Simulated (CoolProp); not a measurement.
A single-stage vapour-compression cycle with the fluid: evaporating at 228.15 K (dew point), condensing at 277.15 K (bubble point), superheat 8 K, subcooling 0 K, compressor efficiency 0.7, no pressure losses. The same conditions are run with several fluids, on thermodynamics alone (safety and materials aside).

Computed with CoolProp (reference Helmholtz-energy equation of state of each fluid (ammonia: Gao 2020; chlorine: Thol 2021; isobutane: Bücker 2006; propylene: Lemmon 2013; hydrogen chloride: Thol 2018; CH3F (R41): Lemmon 2006)).

```json
[
 {"fluid": "ammonia", "cooling COP": "2.55", "pressure ratio": "9.14", "discharge temperature (K)": "452.4", "refrigerating effect (kJ/kg)": "1200", "volumetric capacity (kJ/m³)": "575"},
 {"fluid": "chlorine", "cooling COP": "2.60", "pressure ratio": "6.91", "discharge temperature (K)": "436.7", "refrigerating effect (kJ/kg)": "250", "volumetric capacity (kJ/m³)": "?"},
 {"fluid": "isobutane", "cooling COP": "2.70", "pressure ratio": "8.16", "discharge temperature (K)": "310.0", "refrigerating effect (kJ/kg)": "?", "volumetric capacity (kJ/m³)": "?"},
 {"fluid": "propylene", "cooling COP": "2.65", "pressure ratio": "?", "discharge temperature (K)": "327.9", "refrigerating effect (kJ/kg)": "333", "volumetric capacity (kJ/m³)": "842"},
 {"fluid": "hydrogen chloride", "cooling COP": "2.38", "pressure ratio": "4.50", "discharge temperature (K)": "403.8", "refrigerating effect (kJ/kg)": "311", "volumetric capacity (kJ/m³)": "4040"},
 {"fluid": "CH3F (R41)", "cooling COP": "2.39", "pressure ratio": "4.78", "discharge temperature (K)": "368.1", "refrigerating effect (kJ/kg)": "331", "volumetric capacity (kJ/m³)": "3010"}
]
```

Problem. Complete the blanks.

Solution. 
- chlorine, volumetric capacity (kJ/m³): 557
- isobutane, refrigerating effect (kJ/kg): 297
- isobutane, volumetric capacity (kJ/m³): 197
- propylene, pressure ratio: 5.76
